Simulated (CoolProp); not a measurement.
Vapour-liquid equilibrium of cyclohexane (1) + n-octane (2) at 407.9 K; x and y are mole fractions of (1).

Computed with CoolProp (multi-fluid Helmholtz-energy mixture model, Zhou 2014 and Beckmüller 2019; pair parameters Bell 2016).

```csv
x,bubble pressure (kPa),y at the bubble point,dew pressure at overall composition x (kPa),liquid density (mol/L)
0.05,142.3,[?],[?],[?]
0.2,181.4,[?],150.4,5.652
0.35,221.5,0.603,170.9,5.970
0.5,262.3,0.737,[?],6.324
0.65,303.7,0.838,234.4,6.720
0.8,345.6,0.917,286.7,[?]
0.95,388.1,0.981,366.4,7.676
```

Complete the blanks.


- 0.05, y at the bubble point: 0.129
- 0.05, dew pressure at overall composition x (kPa): 134.3
- 0.05, liquid density (mol/L): 5.364
- 0.2, y at the bubble point: 0.413
- 0.5, dew pressure at overall composition x (kPa): 197.8
- 0.8, liquid density (mol/L): 7.167

No azeotrope shows between x = 0.05 and 0.95.

The pair parameters rest on a limited set of measurements; away from them the model extrapolates.
